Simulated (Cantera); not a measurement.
**Premixed flame**

A freely propagating, adiabatic, planar premixed flame of 39.4 % H2, 14.1 % O2, 46.5 % N2, equivalence ratio 1.4, unburnt at 548 K and 0.138 atm; mixture-averaged transport, grid criteria slope 0.08 and curve 0.16, no radiation.

Computed with Cantera and the H2/O2 subset of GRI-Mech 3.0, which has no nitrogen chemistry. Burning velocities carry a grid error of a few per cent, more on coarse grids.

```json
[
 {"z (mm)": "-16.3", "T (K)": "548", "u (m/s)": "6.29", "x H2": "0.394", "x O2": "0.141", "x HO2": "<1e-8", "x H": "<1e-8", "x O": "<1e-8", "x H2O2": "<1e-8"},
 {"z (mm)": "-10.9", "T (K)": "548", "u (m/s)": "6.29", "x H2": "0.394", "x O2": "0.141", "x HO2": "<1e-8", "x H": "<1e-8", "x O": "<1e-8", "x H2O2": "<1e-8"},
 {"z (mm)": "-8.15", "T (K)": "548", "u (m/s)": "6.29", "x H2": "0.394", "x O2": "0.141", "x HO2": "<1e-8", "x H": "<1e-8", "x O": "<1e-8", "x H2O2": "<1e-8"},
 {"z (mm)": "-5.43", "T (K)": "548", "u (m/s)": "6.29", "x H2": "0.394", "x O2": "0.141", "x HO2": "2.59e-7", "x H": "1.04e-7", "x O": "<1e-8", "x H2O2": "<1e-8"},
 {"z (mm)": "-2.72", "T (K)": "556", "u (m/s)": "6.37", "x H2": "0.393", "x O2": "0.141", "x HO2": "6.32e-5", "x H": "0.000329", "x O": "7.43e-6", "x H2O2": "7.01e-7"},
 {"z (mm)": "-1.36", "T (K)": "703", "u (m/s)": "7.96", "x H2": "0.367", "x O2": "0.137", "x HO2": "3.90e-5", "x H": "0.0117", "x O": "0.000249", "x H2O2": "1.16e-6"},
 {"z (mm)": "0", "T (K)": "1128", "u (m/s)": "12.4", "x H2": "0.205", "x O2": "0.0805", "x HO2": "1.41e-5", "x H": "0.0905", "x O": "0.00753", "x H2O2": "5.65e-7"},
 {"z (mm)": "1.36", "T (K)": "1397", "u (m/s)": "15.2", "x H2": "0.0997", "x O2": "0.0189", "x HO2": "3.16e-6", "x H": "0.129", "x O": "0.0107", "x H2O2": "5.89e-7"},
 {"z (mm)": "2.72", "T (K)": "1506", "u (m/s)": "16.2", "x H2": "0.0962", "x O2": "0.0131", "x HO2": "1.94e-6", "x H": "0.122", "x O": "0.0104", "x H2O2": "4.93e-7"},
 {"z (mm)": "5.43", "T (K)": "1634", "u (m/s)": "17.5", "x H2": "0.103", "x O2": "0.0113", "x HO2": "1.46e-6", "x H": "0.107", "x O": "0.00987", "x H2O2": "3.33e-7"},
 {"z (mm)": "10.9", "T (K)": "1782", "u (m/s)": "18.8", "x H2": "0.109", "x O2": "0.00941", "x HO2": "1.06e-6", "x H": "0.0891", "x O": "0.00871", "x H2O2": "1.86e-7"},
 {"z (mm)": "21.7", "T (K)": "1940", "u (m/s)": "20.2", "x H2": "0.114", "x O2": "0.00730", "x HO2": "7.45e-7", "x H": "0.0714", "x O": "0.00702", "x H2O2": "9.70e-8"},
 {"z (mm)": "43.5", "T (K)": "2098", "u (m/s)": "21.6", "x H2": "0.119", "x O2": "0.00518", "x HO2": "5.29e-7", "x H": "0.0546", "x O": "0.00507", "x H2O2": "5.29e-8"}
]
```
x: mole fraction of selected species; z is measured from the peak of heat release.

```yaml
laminar_burning_velocity: 629 cm/s
thermal_thickness: 5.43 mm
peak x(HO2): 6.42e-5
peak x(H): 0.129
peak x(O): 0.0108
peak x(H2O2): 1.52e-6
```
